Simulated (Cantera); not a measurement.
An isothermal, constant-pressure homogeneous reactor starts with 11.6 % H2, 6.80 % O2, 81.6 % N2, equivalence ratio 0.85, at 1150 K and 100.0 Torr.

Model: GRI-Mech 3.0 (53 species, 325 reactions), integrated in Cantera. The temperature is held fixed by assumption; the heat of reaction is taken as removed at once.

x: mole fraction; the columns are a selection and need not sum to one.

```tsv
t (s)	x H2	x O2	x N2O	x H2O2	x NO2
4.00e-5	0.116	0.0680	<1e-12	1.28e-12	<1e-12
0.000147	0.116	0.0680	<1e-12	1.79e-11	<1e-12
0.000543	0.116	0.0680	1.27e-12	2.90e-9	<1e-12
0.00200	0.0119	0.0214	8.15e-9	2.78e-7	7.78e-11
0.00737	0.00418	0.0133	1.13e-8	3.85e-7	2.43e-10
0.0271	0.000560	0.0110	1.96e-8	3.35e-7	[?]
0.100	3.93e-5	0.0108	2.72e-8	7.86e-8	[?]
0.368	3.48e-6	0.0108	3.01e-8	1.22e-8	[?]
1.36	5.09e-7	0.0108	3.08e-8	2.29e-9	[?]
5.00	1.06e-7	0.0108	2.91e-8	5.27e-10	[?]
```

Question: Fill in the missing entries.

Answer: 
- 0.0271, x NO2: 1.76e-9
- 0.100, x NO2: 1.65e-8
- 0.368, x NO2: 3.18e-8
- 1.36, x NO2: 2.22e-8
- 5.00, x NO2: 1.26e-8
